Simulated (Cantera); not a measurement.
Input: 1 mol PbO, 2 mol O2, 1.5 mol N2, equilibrated at 1150 K and 15.0 Pa.

These are equilibrium values from Cantera (NASA tables, ideal gas, pure condensed phases), not measurements of a reactor. Candidate condensed phases: Pb, PbO, PbO2, Pb3O4; 12 gas species. The numbers say what is thermodynamically allowed, not how fast it happens.

Problem. What is the equilibrium state?

Solution. x(O2): 0.483
x(N2): 0.361
x(PbO): 0.152
x(Pb): 0.00405
x(NO): 0.000135
n(PbO(yellow)): 0.352 mol
gas amount: 4.156 mol
log10 activity of Pb(l) (absent): -2.68
log10 activity of PbO2(s) (absent): -4.56
